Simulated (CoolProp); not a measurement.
Normal hydrogen along the isotherm 46.4 K: Z from the reference equation and from simpler models built on Tc = 33.1 K, pc = 1296 kPa, ω = -0.219; each cubic takes its own stable root.

Values from CoolProp's reference Helmholtz-energy equation of state, Leachman 2009.

| p (kPa) | phase | reference | van der Waals | Redlich-Kwong | Soave-Redlich-Kwong | Peng-Robinson |
|---|---|---|---|---|---|---|
| 432 | gas | 0.9564 | 0.9571 | 0.9593 | 0.9508 | 0.9413 |
| 864 | gas | ? | 0.9125 | 0.9190 | 0.9008 | 0.8824 |
| 1300 | supercritical | 0.8647 | 0.8661 | ? | 0.8500 | 0.8235 |
| 1730 | supercritical | 0.8185 | 0.8196 | 0.8428 | 0.8006 | 0.7673 |
| 2160 | supercritical | 0.7734 | 0.7747 | 0.8094 | 0.7539 | 0.7149 |
| 2590 | supercritical | 0.7313 | 0.7355 | 0.7810 | 0.7128 | 0.6697 |
| 3020 | supercritical | 0.6952 | 0.7077 | 0.7590 | 0.6811 | ? |
| 3460 | supercritical | 0.6679 | 0.6952 | 0.7442 | 0.6608 | 0.6127 |
| 3890 | supercritical | 0.6529 | 0.6976 | 0.7374 | 0.6529 | 0.6029 |
| 4320 | supercritical | ? | 0.7108 | 0.7373 | 0.6544 | 0.6024 |
| 4750 | supercritical | 0.6536 | 0.7311 | 0.7428 | 0.6629 | 0.6087 |
| 5190 | supercritical | 0.6651 | 0.7566 | 0.7529 | 0.6765 | 0.6199 |
| 5620 | supercritical | 0.6808 | 0.7845 | 0.7663 | ? | 0.6341 |
| 6050 | supercritical | 0.6996 | 0.8143 | 0.7821 | 0.7121 | 0.6505 |
| 6480 | supercritical | 0.7206 | 0.8455 | 0.7999 | 0.7326 | 0.6684 |

Question: Complete the blanks.

Answer: 
- 864, reference: 0.9113
- 1300, Redlich-Kwong: 0.8796
- 3020, Peng-Robinson: 0.6351
- 4320, reference: 0.6488
- 5620, Soave-Redlich-Kwong: 0.6932
